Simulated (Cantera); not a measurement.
**Equilibrium for silicon nitride deposition: Si₂Cl₆ + NH₃ + N₂**

A closed system holds: 1 mol Si₂Cl₆, 8.7 mol NH₃, 5.2 mol N₂, held at 1.88 Torr.

Cantera equilibrium calculation (NASA polynomials, part measured and part estimated; ideal gas, pure solids and liquids). Candidate condensed phases: NH₄Cl, Si, Si₃N₄; 28 gas species. The feed counts by its element totals alone. The tables' values for SiCl, SiCl₃, SiN are old estimates; treat these amounts as uncertain. Gases not in the tables: Si₂H₆ and higher silanes. Kinetics and transport are ignored.

From 900 K to 1600 K the condensed part is Si₃N₄(s). From 1700 K to 1900 K the condensed part is Si(l). The main Si-bearing gas is SiCl₄ at 900 K and SiCl₂ at 1900 K. The share of Si in condensed phases is highest at 1100 K (98.5 %) and lowest at 1900 K (8.9 %).

```csv
T (K),x H₂,x N₂,x HCl,x SiCl₂,x H,n Si₃N₄(s),n Si(l)
900,0.419,0.340,0.238,4.72e-8,1.51e-9,0.647,0
1000,0.418,0.340,0.241,1.69e-6,2.93e-8,0.653,0
1100,0.417,0.340,0.242,3.12e-5,3.34e-7,0.656,0
1200,0.417,0.340,0.242,0.000347,2.55e-6,0.655,0
1300,0.418,0.341,0.238,0.00252,1.43e-5,0.637,0
1400,0.425,0.345,0.218,0.0116,6.34e-5,0.561,0
1500,0.439,0.353,0.175,0.0318,0.000233,0.394,0
1600,0.455,0.363,0.124,0.0557,0.000733,0.192,0
1700,0.461,0.373,0.0942,0.0690,0.00200,0,0.205
1800,0.456,0.371,0.0987,0.0661,0.00483,0,0.236
1900,0.447,0.368,0.102,0.0627,0.0106,0,0.178
```
x: gas mole fraction; n: condensed amount in mol.
